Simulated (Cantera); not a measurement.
Charge: 1 mol SiH₄, 0.043 mol C₂H₄, 140 mol H₂, equilibrated at 7400 Pa.

These are equilibrium values from Cantera (NASA tables, ideal gas, pure condensed phases), not measurements of a reactor. Candidate condensed phases: C, C₆H₆, C₇H₈, C₈H₁₈, Si, SiC; 87 gas species. Mutual solubility and eutectic melting of coexisting phases are not modelled. Gases not in the tables: Si₂H₆ and higher silanes. The numbers say what is thermodynamically allowed, not how fast it happens.

### Question
Which condensed phases are stable at each of these points (T (K)): 1925, 2025, 2125, 2225, 2325, 2425, 2525?

### Answer
| T (K) | condensed phases | Si condensed (%) |
|---|---|---|
| 1925 | Si(l) + SiC(s) | 94.7 |
| 2025 | Si(l) + SiC(s) | 84.1 |
| 2125 | Si(l) + SiC(s) | 54.5 |
| 2225 | SiC(s) | 1.8 |
| 2325 | gas only | 0.0 |
| 2425 | gas only | 0.0 |
| 2525 | gas only | 0.0 |

From 1925 K to 2125 K the condensed part is Si(l) + SiC(s). At 2225 K the condensed part is SiC(s). From 2325 K to 2525 K nothing is condensed.
